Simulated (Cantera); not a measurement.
Hydrogen reduction and annealing atmospheres: FeS + H₂ + N₂

A closed system holds: 1 mol FeS, 69 mol H₂, 14 mol N₂, held at 10000 Pa.

Method: chemical equilibrium by Gibbs-energy minimisation in Cantera with the NASA 1993 tables (ideal gas, pure condensed phases). Candidate condensed phases: Fe, FeS, FeS₂, S; 16 gas species. Metal and sulfide melt together well below either melting point, which pure phases cannot show. Mutual solubility and eutectic melting of coexisting phases are not modelled. FeS: taken at fixed stoichiometry. Gases not in the tables: S₃ to S₇. The numbers say what is thermodynamically allowed, not how fast it happens.

```json
[
 {"T (K)": "1050", "x H₂": "0.830", "x N₂": "0.169", "x H₂S": "0.00133", "x H": "2.34e-8", "x SH": "7.17e-8", "x S₂": "3.92e-9", "x Fe": "1.53e-12", "n Fe(α)": "0.111", "n FeS(s)": "0.889", "n Fe(γ)": "0", "n Fe(δ)": "0", "n Fe(l)": "0"},
 {"T (K)": "1150", "x H₂": "0.829", "x N₂": "0.169", "x H₂S": "0.00261", "x H": "2.15e-7", "x SH": "7.24e-7", "x S₂": "9.08e-8", "x Fe": "8.59e-11", "n Fe(α)": "0.217", "n FeS(s)": "0.783", "n Fe(γ)": "0", "n Fe(δ)": "0", "n Fe(l)": "0"},
 {"T (K)": "1250", "x H₂": "0.827", "x N₂": "0.169", "x H₂S": "0.00458", "x H": "1.39e-6", "x SH": "5.05e-6", "x S₂": "1.28e-6", "x Fe": "2.48e-9", "n Fe(α)": "0", "n FeS(s)": "0.619", "n Fe(γ)": "0.381", "n Fe(δ)": "0", "n Fe(l)": "0"},
 {"T (K)": "1350", "x H₂": "0.824", "x N₂": "0.169", "x H₂S": "0.00734", "x H": "6.84e-6", "x SH": "2.63e-5", "x S₂": "1.20e-5", "x Fe": "4.30e-8", "n Fe(α)": "0", "n FeS(s)": "0.386", "n Fe(γ)": "0.614", "n Fe(δ)": "0", "n Fe(l)": "0"},
 {"T (K)": "1450", "x H₂": "0.820", "x N₂": "0.169", "x H₂S": "0.0109", "x H": "2.71e-5", "x SH": "0.000108", "x S₂": "8.10e-5", "x Fe": "4.99e-7", "n Fe(α)": "0", "n FeS(s)": "0.0728", "n Fe(γ)": "0.927", "n Fe(δ)": "0", "n Fe(l)": "0"},
 {"T (K)": "1550", "x H₂": "0.819", "x N₂": "0.169", "x H₂S": "0.0113", "x H": "9.02e-5", "x SH": "0.000270", "x S₂": "0.000231", "x Fe": "4.19e-6", "n Fe(α)": "0", "n FeS(s)": "0", "n Fe(γ)": "1.000", "n Fe(δ)": "0", "n Fe(l)": "0"},
 {"T (K)": "1650", "x H₂": "0.820", "x N₂": "0.169", "x H₂S": "0.0105", "x H": "0.000260", "x SH": "0.000546", "x S₂": "0.000470", "x Fe": "2.70e-5", "n Fe(α)": "0", "n FeS(s)": "0", "n Fe(γ)": "0.998", "n Fe(δ)": "0", "n Fe(l)": "0"},
 {"T (K)": "1750", "x H₂": "0.820", "x N₂": "0.168", "x H₂S": "0.00942", "x H": "0.000666", "x SH": "0.000969", "x S₂": "0.000798", "x Fe": "0.000139", "n Fe(α)": "0", "n FeS(s)": "0", "n Fe(γ)": "0", "n Fe(δ)": "0.988", "n Fe(l)": "0"},
 {"T (K)": "1850", "x H₂": "0.819", "x N₂": "0.168", "x H₂S": "0.00806", "x H": "0.00154", "x SH": "0.00153", "x S₂": "0.00115", "x Fe": "0.000585", "n Fe(α)": "0", "n FeS(s)": "0", "n Fe(γ)": "0", "n Fe(δ)": "0", "n Fe(l)": "0.951"}
]
```
x: gas mole fraction; n: condensed amount in mol.

From 1050 K to 1150 K the condensed part is Fe(α) + FeS(s). From 1250 K to 1450 K the condensed part is Fe(γ) + FeS(s). From 1550 K to 1650 K the condensed part is Fe(γ). At 1750 K the condensed part is Fe(δ). At 1850 K the condensed part is Fe(l).
